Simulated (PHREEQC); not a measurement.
PHREEQC input (ion-association model, wateq4f.dat):

```
SOLUTION_MASTER_SPECIES
  An  An-  0  An  62.0  # stands for a non-complexing anion
SOLUTION_SPECIES
  An- = An-
    -log_k 0
    -gamma 3.0 0
PHASES
  Fix_H+
    H+ = H+
    -log_k 0
SOLUTION 1
  temp 25
  units mmol/kgw
  pH 7 charge
  Cl 0.0022
  Ca 0.0011
  Na 1
  An 1
END
SELECTED_OUTPUT 1
  -reset false
  -pH true
  -pe true
  -ionic_strength true
  -water true
  -totals Ca Cl Na
  -molalities Hfo_wOH Hfo_wOH2+ Hfo_wO- Hfo_sOH Hfo_sOH2+ Hfo_sO- Hfo_sOHCa+2 Hfo_wOCa+
  -saturation_indices Portlandite Halite
USER_PUNCH 1
  -headings sigma psi
  10 PUNCH EDL("sigma", "Hfo"), EDL("psi", "Hfo")
PRINT
  -reset false
USE solution 1
SURFACE 1
  Hfo_wOH 0.000130337 600 0.058
  Hfo_sOH 3.25843e-06
EQUILIBRIUM_PHASES 1
  Fix_H+ -3 HAn 10
    -force_equality true
  O2(g) -0.68 10
END
# ... the last block is repeated for the other 16 points of pH, with NaOH or the acid as the point needs
```

Selected output (columns that matter, 11 of 17 rows; pH added in front):

```
pH	mu	Ca	Na	m_Hfo_wOH	m_Hfo_wOH2+	m_Hfo_wO-	m_Hfo_sOH	m_Hfo_sOH2+	m_Hfo_sO-	m_Hfo_sOHCa+2	si_Portlandite	si_Halite	sigma	psi
3	0.0020974	1.1e-06	0.001	4.0567e-05	8.9348e-05	4.2195e-07	1.0142e-06	2.2337e-06	1.0549e-08	1.0884e-15	-22.845	-10.284	0.25274	0.23349
4	0.0011282	1.1e-06	0.001	8.2057e-05	4.4839e-05	3.4401e-06	2.0514e-06	1.121e-06	8.6004e-08	1.4249e-14	-20.823	-10.272	0.11766	0.21015
4.5	0.0010501	1.1e-06	0.001	9.1335e-05	3.3255e-05	5.7468e-06	2.2834e-06	8.3137e-07	1.4367e-07	7.0762e-14	-19.821	-10.271	0.078181	0.191
5.5	0.0010122	1.1e-06	0.001	9.8537e-05	2.1411e-05	1.0389e-05	2.4634e-06	5.3528e-07	2.5972e-07	2.7258e-12	-17.82	-10.271	0.031327	0.14511
6	0.0010077	1.1e-06	0.001	9.9501e-05	1.8721e-05	1.2115e-05	2.4875e-06	4.6802e-07	3.0288e-07	2.0642e-11	-16.82	-10.271	0.018774	0.11923
7	0.0010045	1.0984e-06	0.001	9.9996e-05	1.6209e-05	1.4132e-05	2.4987e-06	4.0504e-07	3.5314e-07	1.5372e-09	-14.821	-10.271	0.0059119	0.063902
8	0.0010041	9.7617e-07	0.0010011	0.00010004	1.511e-05	1.5175e-05	2.4133e-06	3.6449e-07	3.6606e-07	1.1455e-07	-12.872	-10.27	0.0004761	0.0065624
8.5	0.0010063	5.4521e-07	0.001005	9.998e-05	1.4349e-05	1.5959e-05	2.1125e-06	3.0318e-07	3.372e-07	5.0558e-07	-12.125	-10.268	-0.0016193	-0.021705
9.5	0.0010365	1.55e-08	0.001038	9.9649e-05	1.2822e-05	1.7742e-05	1.7591e-06	2.2634e-07	3.1319e-07	9.598e-07	-11.672	-10.255	-0.0082138	-0.078055
10	0.0011088	1.842e-09	0.0011116	9.9268e-05	1.1796e-05	1.9137e-05	1.7504e-06	2.0801e-07	3.3744e-07	9.6258e-07	-11.6	-10.226	-0.014999	-0.10559
11	0.0020648	4.4666e-11	0.0020744	9.4754e-05	7.3295e-06	2.8062e-05	1.7112e-06	1.3237e-07	5.0678e-07	9.0811e-07	-11.242	-9.9664	-0.052957	-0.15372
```

Complexes and solids missing from the database can't appear. The oxide is taken as insoluble; below pH 4 it would dissolve.
